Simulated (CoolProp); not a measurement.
Computed with CoolProp (reference Helmholtz-energy equation of state, Span 1996).

**Question.** Give the vapour pressure (MPa), enthalpy of vaporisation (kJ/kg), vapour viscosity (µPa s) of saturated carbon dioxide at -29.45, -23.55 °C.

**Answer.** 
| T (°C) | p (MPa) | enthalpy of vaporisation (kJ/kg) | vapour viscosity (µPa s) |
|---|---|---|---|
| -29.45 | 1.45 | 302 | 12.3 |
| -23.55 | 1.76 | 290 | 12.7 |

Viscosity comes from a separate model (Laesecke 2017).
